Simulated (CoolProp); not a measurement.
The fluid at 293.15 K and 2.09 MPa is throttled through a valve to 1.2 MPa with no heat exchange. The same conditions are run with several fluids, on thermodynamics alone (safety and materials aside).

Model: reference Helmholtz-energy equation of state of each fluid (n-perfluorohexane: Gao 2022; chloromethane (R40): Thol 2014; dimethyl ether: Wu 2011; toluene: Lemmon 2006; n-pentane: Thol 2019), in CoolProp.

```tsv
fluid	temperature change (K)	final density (kg/m³)
n-perfluorohexane	+0.3	1690
chloromethane (R40)	+0.2	…
dimethyl ether	+0.2	…
toluene	…	…
n-pentane	+0.3	627
```

**Question.** Complete the blanks.

**Answer.** 
- chloromethane (R40), final density (kg/m³): 923
- dimethyl ether, final density (kg/m³): 671
- toluene, temperature change (K): +0.4
- toluene, final density (kg/m³): 867
